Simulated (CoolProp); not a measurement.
Aqueous calcium chloride as a coolant, 23 % by mass, freezing at -24.1 °C, 1 atm.

Model: Melinder's fits for secondary coolants, in CoolProp.

```csv
T (°C),density (kg/m³),Prandtl number,cp (kJ/(kg K)),viscosity (mPa s)
-18.4,1221,37.2,2.875,6.67
-11.9,1219,29.3,2.898,5.30
-5.4,1217,23.5,2.920,4.30
1.2,1215,19.2,2.941,3.55
7.7,1214,16.0,2.961,2.98
14.2,1212,13.5,2.978,2.55
20.8,1209,11.5,2.995,2.20
27.3,1206,9.94,3.010,1.92
33.8,1202,8.67,3.024,1.69
```
